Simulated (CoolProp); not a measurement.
Vapour pressure (kPa) of CH3F (R41): the reference equation beside estimates from Tc = 317.3 K, pc = 5906 kPa, ω = 0.200.

Computed with CoolProp (reference Helmholtz-energy equation of state, Lemmon 2006). It is a short technical equation, of lower accuracy than the large ones.

| T (K) | reference | van der Waals | Peng-Robinson |
|---|---|---|---|
| 252.2 | 1104 | 2198 | 1114 |
| 254.7 | 1195 | ___ | 1206 |
| 257.2 | 1290 | ___ | 1304 |
| 259.7 | 1391 | 2515 | 1407 |
| 262.1 | 1494 | 2622 | 1511 |
| 264.6 | 1606 | 2737 | 1626 |
| 267.1 | ___ | 2854 | 1748 |
| 269.6 | 1851 | ___ | 1876 |
| 272.1 | 1983 | 3099 | 2010 |
| 274.5 | 2116 | 3221 | 2147 |
| 277 | 2262 | 3352 | 2295 |
| 279.5 | 2415 | 3485 | ___ |
| 282 | 2577 | 3622 | 2616 |

**Question.** Complete the blanks.

**Answer.** 
- 254.7, van der Waals: 2301
- 257.2, van der Waals: 2406
- 267.1, reference: 1725
- 269.6, van der Waals: 2975
- 279.5, Peng-Robinson: 2452

Absolute difference from the reference over all 13 rows, mean and median: van der Waals 67.1 and 65.4 %, Peng-Robinson 1.3 and 1.3 %.
